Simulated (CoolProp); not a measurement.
Vapour-liquid equilibrium of R22 (1) + R114 (2) at 301.9 K; x and y are mole fractions of (1).

The numbers come from the multi-fluid Helmholtz-energy mixture model, Kamei 1995 and Platzer 1990; pair parameters Bell 2016 in CoolProp. This equation is an older, rougher fit; its heat capacities, sound speeds and derivatives of the liquid may be far off and weren't checked against measurements.

```tsv
x	bubble pressure (bar)	y at the bubble point	dew pressure at overall composition x (bar)	liquid density (mol/L)
0.05	3.160	(withheld)	2.533	8.598
0.2	4.928	0.563	2.967	9.106
0.35	6.294	0.695	3.568	(withheld)
0.5	7.491	(withheld)	4.441	10.35
0.65	(withheld)	0.852	(withheld)	11.14
0.8	9.842	0.917	7.776	12.06
0.95	11.10	0.980	10.49	13.18
```

Fill in the missing entries.


- 0.05, y at the bubble point: 0.254
- 0.35, liquid density (mol/L): 9.685
- 0.5, y at the bubble point: 0.782
- 0.65, bubble pressure (bar): 8.651
- 0.65, dew pressure at overall composition x (bar): 5.770

No azeotrope shows between x = 0.05 and 0.95.

Pair parameters are fitted to limited data, so mixtures are less certain than the pure fluids.
